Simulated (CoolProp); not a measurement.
A simple Rankine cycle with propylene: condensing at 307.15 K, boiler at 3.5 MPa, turbine inlet 364.8 K, turbine efficiency 0.8, pump efficiency 0.6, no recuperator. Each further row changes one setting.

Values from CoolProp's reference Helmholtz-energy equation of state, Lemmon 2013.

```json
[
 {"case": "as stated", "thermal efficiency (%)": "7.5", "net work (kJ/kg)": "27.6", "heat in (kJ/kg)": "367", "turbine exit temperature (K)": "318.0", "volume ratio over the turbine": "2.60"},
 {"case": "turbine inlet 384.8 K", "thermal efficiency (%)": "7.9", "net work (kJ/kg)": "33.2", "heat in (kJ/kg)": "420", "turbine exit temperature (K)": "341.9", "volume ratio over the turbine": "2.51"},
 {"case": "condensing temperature 299.15 K", "thermal efficiency (%)": "8.9", "net work (kJ/kg)": "34.6", "heat in (kJ/kg)": "388", "turbine exit temperature (K)": "309.6", "volume ratio over the turbine": "3.16"},
 {"case": "boiler pressure 2.45 MPa", "thermal efficiency (%)": "5.1", "net work (kJ/kg)": "20.7", "heat in (kJ/kg)": "404", "turbine exit temperature (K)": "340.3", "volume ratio over the turbine": "1.72"},
 {"case": "turbine efficiency 0.7", "thermal efficiency (%)": "6.4", "net work (kJ/kg)": "23.3", "heat in (kJ/kg)": "367", "turbine exit temperature (K)": "320.2", "volume ratio over the turbine": "2.64"}
]
```
